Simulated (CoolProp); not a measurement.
Dry air along the isobar 5300 kPa: Z from the reference equation and from simpler models built on Tc = 132.5 K, pc = 3786 kPa, ω = 0.034; each cubic takes its own stable root.

Values from CoolProp's reference Helmholtz-energy equation of state, Lemmon 2000. It is a pseudo-pure fit of the blend.

```
T (K)          phase  reference  van der Waals  Redlich-Kwong  Soave-Redlich-Kwong  Peng-Robinson
-----  -------------  ---------  -------------  -------------  -------------------  -------------
108.7         liquid          ?         0.3148         0.2283               0.2284         0.2025
119.8         liquid     0.2301         0.3128         0.2361               0.2358         0.2097
130.9         liquid          ?         0.3283         0.2674               0.2672         0.2403
142    supercritical     0.4105         0.4058         0.4305                    ?         0.4093
153.1  supercritical     0.6306         0.6003         0.6338               0.6421         0.6090
164.2  supercritical     0.7334         0.7047              ?               0.7421         0.7093
175.2  supercritical     0.7976         0.7683              ?               0.8053         0.7739
186.3  supercritical     0.8430         0.8132         0.8385               0.8504         0.8205
197.4  supercritical     0.8765         0.8467         0.8711               0.8838         0.8555
```

Problem. Some entries are withheld; supply them.

Solution. 
- 108.7, reference: 0.2288
- 130.9, reference: 0.2492
- 142, Soave-Redlich-Kwong: 0.4376
- 164.2, Redlich-Kwong: 0.7325
- 175.2, Redlich-Kwong: 0.7945
